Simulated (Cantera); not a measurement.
A perfectly stirred reactor is fed with 9.45 % CH4, 1.42 % CO, 16.4 % O2, 61.4 % N2, 11.3 % H2O, at 0.987 atm; it is adiabatic with a 373 K inlet, and is followed from long to short residence time, starting on the burning branch (τ in s: 0.029, 0.017, 0.01, 0.0061, 0.0036, 0.0021, 0.0013, 0.00076, 0.00045, 0.00027, 0.00016, 9.5e-05, 5.6e-05).

Cantera simulation using GRI-Mech 3.0 (53 species, 325 reactions); the numbers are that mechanism's predictions, not measurements.

One state of this run: T (K) = 1948; x CH4 = 7.69e-5; x CO = 0.0360; x O2 = 0.00144; x NO2 = 5.16e-9; x C2H6 = 7.84e-9. x: mole fraction; the columns are a selection and need not sum to one.

Which value of τ (s) does it belong to?
(A) 0.00027
(B) 0.0061
(C) 5.6e-5
(D) 0.0036

B, 0.0061
